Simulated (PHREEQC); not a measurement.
Make-up at 77 °C: 0.026 mol HF, 0.068 mol H2SiF6, 0.003 mol HBF4 and 0.0046 mol HCl per kg of water. Closed to the air; pH follows from the charge balance.

Equilibrium calculation in PHREEQC: ion-association model, phreeqc.dat.

Precipitation was switched off in this run.

Question: What pH, density, ionic strength does the model give?

Answer: pH 0.97; density 0.981 g/cm³; ionic strength 0.202 mol/kgw.

Question: In which forms is F present?

Answer: SiF6-2 87 %, HF 10 %, BF4- 2.5 % of the F.

Examples of supersaturated solids here: Quartz (slow to form), Chalcedony (slow to form). Others may be too. Constants without temperature data keep their 25 °C values here. SiF6-2 is the database's only silicon fluoride. Real BF4- forms and hydrolyses slowly; the run takes it at equilibrium.
